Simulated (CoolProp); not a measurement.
Properties of p-xylene along the isobar 0.101 MPa.

Computed with CoolProp (reference Helmholtz-energy equation of state, Zhou 2012).

| T (°C) | phase | Z | Joule-Thomson coefficient (K/MPa) | viscosity (µPa s) |
|---|---|---|---|---|
| 18.75 | liquid | 0.005124 | -0.4834 | 655 |
| 28.85 | liquid | 0.005004 | -0.4694 | 579 |
| 38.95 | liquid | 0.004892 | -0.4551 | 516 |
| 49.15 | liquid | 0.004788 | -0.4404 | 463 |
| 59.25 | liquid | 0.004693 | -0.4254 | 418 |
| 69.35 | liquid | 0.004604 | -0.4099 | 380 |
| 79.55 | liquid | 0.004522 | -0.3939 | 347 |
| 89.65 | liquid | 0.004447 | -0.3774 | 319 |
| 99.75 | liquid | 0.004377 | -0.3602 | 294 |
| 109.85 | liquid | 0.004313 | -0.3423 | 271 |
| 120.05 | liquid | 0.004254 | -0.3231 | 251 |
| 130.15 | liquid | 0.004201 | -0.3030 | 234 |
| 140.25 | gas | 0.9539 | 36.23 | 8.76 |
| 150.35 | gas | 0.9582 | 32.61 | 8.98 |
| 160.55 | gas | 0.9620 | 29.40 | 9.20 |
| 170.65 | gas | 0.9653 | 26.61 | 9.42 |

Viscosity comes from a separate model (Balogun 2015).
